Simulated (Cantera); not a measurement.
An isothermal, constant-pressure homogeneous reactor starts with CH4 : N2 = 1 : 21 (molar parts), at 1623 K and 0.0263 atm.

Computed with Cantera and GRI-Mech 3.0 (53 species, 325 reactions). GRI-Mech 3.0 stops at C3 and has no aromatics, soot or wall deposition, so with more carbon than oxygen in the feed, carbon stays in small species such as C2H2 where larger ones or solid carbon would form. Radical loss at walls, strong at low pressure, is not modelled.

Predict: x(CH4) at 5.00 s; x(C2H4) at 5.00 s; x(CH3) at 5.00 s; x(CH2) at 5.00 s; x(C2H2) at 5.00 s; x(C2H) at 5.00 s; x(H2) at 5.00 s.


```
Quantity                                              Value
-----------------  ----------------------------------------
x(CH4) at 5.00 s    0.00140 (gas-phase equilibrium 7.37e-6)
x(C2H4) at 5.00 s   6.21e-6 (gas-phase equilibrium 7.01e-7)
x(CH3) at 5.00 s    4.08e-5 (gas-phase equilibrium 2.50e-7)
x(CH2) at 5.00 s   5.48e-8 (gas-phase equilibrium 3.99e-10)
x(C2H2) at 5.00 s    0.0210 (gas-phase equilibrium 0.00446)
x(C2H) at 5.00 s    1.15e-7 (gas-phase equilibrium 2.83e-8)
x(H2) at 5.00 s       0.0631 (gas-phase equilibrium 0.0651)
```
